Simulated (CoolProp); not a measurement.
Aqueous methanol as a coolant, at 11 °C, 1 atm.

Computed with CoolProp (Melinder's fits for secondary coolants).

```json
[
 {"mass %": "4.9", "freezing point (°C)": "-2.9", "density (kg/m³)": "991.0", "Prandtl number": "11.3", "conductivity (W/(m K))": "…", "cp (kJ/(kg K))": "4.235"},
 {"mass %": "10.3", "freezing point (°C)": "-6.8", "density (kg/m³)": "982.9", "Prandtl number": "13.9", "conductivity (W/(m K))": "0.524", "cp (kJ/(kg K))": "4.215"},
 {"mass %": "15.8", "freezing point (°C)": "-11.3", "density (kg/m³)": "…", "Prandtl number": "16.5", "conductivity (W/(m K))": "0.495", "cp (kJ/(kg K))": "4.155"},
 {"mass %": "21.2", "freezing point (°C)": "-16.2", "density (kg/m³)": "968.1", "Prandtl number": "19.0", "conductivity (W/(m K))": "…", "cp (kJ/(kg K))": "…"},
 {"mass %": "26.6", "freezing point (°C)": "-21.8", "density (kg/m³)": "960.6", "Prandtl number": "21.1", "conductivity (W/(m K))": "0.441", "cp (kJ/(kg K))": "…"},
 {"mass %": "32.1", "freezing point (°C)": "-28.2", "density (kg/m³)": "952.5", "Prandtl number": "…", "conductivity (W/(m K))": "0.416", "cp (kJ/(kg K))": "3.909"},
 {"mass %": "37.5", "freezing point (°C)": "…", "density (kg/m³)": "943.9", "Prandtl number": "23.9", "conductivity (W/(m K))": "0.392", "cp (kJ/(kg K))": "3.814"},
 {"mass %": "42.9", "freezing point (°C)": "-43.0", "density (kg/m³)": "934.7", "Prandtl number": "24.3", "conductivity (W/(m K))": "0.369", "cp (kJ/(kg K))": "3.706"},
 {"mass %": "48.4", "freezing point (°C)": "-51.8", "density (kg/m³)": "924.7", "Prandtl number": "…", "conductivity (W/(m K))": "0.348", "cp (kJ/(kg K))": "3.581"}
]
```

**Question.** Some entries are withheld; supply them.

**Answer.** 
- 4.9, conductivity (W/(m K)): 0.554
- 15.8, density (kg/m³): 975.3
- 21.2, conductivity (W/(m K)): 0.468
- 21.2, cp (kJ/(kg K)): 4.080
- 26.6, cp (kJ/(kg K)): 3.998
- 32.1, Prandtl number: 22.8
- 37.5, freezing point (°C): -35.2
- 48.4, Prandtl number: 24.0
